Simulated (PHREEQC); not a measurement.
**Sulfide liquor: speciation**

A solution holds 2.7 mmol/kgw NH4HS and 65 mmol/kgw NaCl, at 45 °C. Closed to the air; pH follows from the charge balance.

Computed with PHREEQC (ion-association model, phreeqc.dat).

No solid was allowed to form.

Q: What pH, density, specific conductance does the model give?

A: pH 7.70; density 0.993 g/cm³; specific conductance 10900 µS/cm.

Q: In which forms is N present?

A: NH4+ 92 %, NH3 7.5 % of the N.

At this temperature some constants are extrapolated from 25 °C, and those without enthalpy data are left unchanged.
